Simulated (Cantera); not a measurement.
What does this Cantera script print?

```python
import numpy as np
import cantera as ct

gas_names = """
    H HNO HNO2 HNO3 HO2 H2 H2O H2O2 N NH NH2 NH3 NH2OH NO NO2 NO3 N2 N2H2 N2H4 N2O Nb NbO NbO2 O OH O2
    O3
""".split()
cond_names = """
    H2O(s) H2O(L) Nb(cr) Nb(L) NbO(s) NbO(L) NbO2(I) NbO2(II) NbO2(III) NbO2(L) Nb2O5(s) Nb2O5(L)
""".split()


def load(file, names, dense=False):
    # The tables refer to 1 bar. Condensed volumes are neglected.
    table = {s.name: s for s in ct.Species.list_from_file(file)}
    out = []
    for n in names:
        d = dict(table[n].input_data)
        d["thermo"] = dict(d["thermo"], **{"reference-pressure": 1e5})
        if dense:
            d["equation-of-state"] = {"model": "constant-volume", "density": "1e6 g/cm^3"}
        out.append(ct.Species.from_dict(d))
    return out


gas = ct.Solution(thermo="ideal-gas", species=load("nasa_gas.yaml", gas_names))
cond = {s.name: ct.Solution(thermo="fixed-stoichiometry", species=[s], name=s.name)
        for s in load("nasa_condensed.yaml", cond_names, dense=True)}
atoms = {
    'Nb': {'Nb': 1},
    'O2': {'O': 2},
    'NH3': {'N': 1, 'H': 3},
}
top_T = {}  # K; cautious upper limits of use, not melting points


def equilibrate(T, P, feed):
    n = {}
    for name, mol in feed.items():
        for a, k in atoms[name].items():
            n[a] = n.get(a, 0.0) + k * mol
    gas.TPX = T, P, n
    mass = sum(n.values()) * gas.mean_molecular_weight
    gas.equilibrate("TP")
    valid = [c for c in cond.values() if c.min_temp <= T <= top_T.get(c.name, c.max_temp)]
    mix = ct.Mixture([(gas, mass / gas.mean_molecular_weight)] + [(c, 0.0) for c in valid])
    mix.T, mix.P = T, P
    mix.equilibrate("TP", solver="vcs", rtol=1e-11, max_steps=5000)
    return mix


results = []
feed = {'Nb': 1, 'O2': 4.2, 'NH3': 0.44}  # mol
T = 1773.15  # K
P = 13000  # Pa
mix = equilibrate(T, P, feed)
results.append((T, P, feed, dict(zip(mix.species_names, mix.species_moles))))
print(gas.report(threshold=1e-06))
for i in range(1, mix.n_phases):
    print(f"{mix.phase(i).name:16s} {mix.phase_moles(i):12.5e} mol")
```

Output:

```
       temperature   1773.2 K
          pressure   13000 Pa
           density   0.025655 kg/m^3
  mean mol. weight   29.094 kg/kmol
   phase of matter   gas

                          1 kg             1 kmol
                     ---------------   ---------------
          enthalpy        2.5681e+05        7.4717e+06  J
   internal energy       -2.4992e+05       -7.2711e+06  J
           entropy            9801.7        2.8517e+05  J/K
    Gibbs function       -1.7123e+07       -4.9817e+08  J
 heat capacity c_p            1358.3             39520  J/K
 heat capacity c_v            1072.6             31205  J/K

                      mass frac. Y      mole frac. X     chem. pot. / RT
                     ---------------   ---------------   ---------------
                 H        1.3727e-07         3.962e-06           -15.867
               HO2        2.4501e-06        2.1597e-06           -46.543
                H2        1.7428e-06        2.5151e-05           -31.734
               H2O           0.11611           0.18752           -47.072
                NO         0.0020636         0.0020009            -31.02
               NO2        5.7415e-06         3.631e-06           -46.358
                N2          0.059524          0.061818           -31.366
                 O        0.00012391        0.00022532           -15.338
                OH         0.0010707         0.0018316           -31.205
                O2            0.8211           0.74657           -30.675
     [  +17 minor]        1.3297e-07        9.2348e-08

Nb(cr)            0.00000e+00 mol
NbO(s)            0.00000e+00 mol
NbO2(III)         0.00000e+00 mol
Nb2O5(s)          5.00000e-01 mol
```

These are equilibrium values from Cantera (NASA tables, ideal gas, pure condensed phases), not measurements of a reactor. Condensed phases not in the tables: the oxides between NbO2 and Nb2O5.
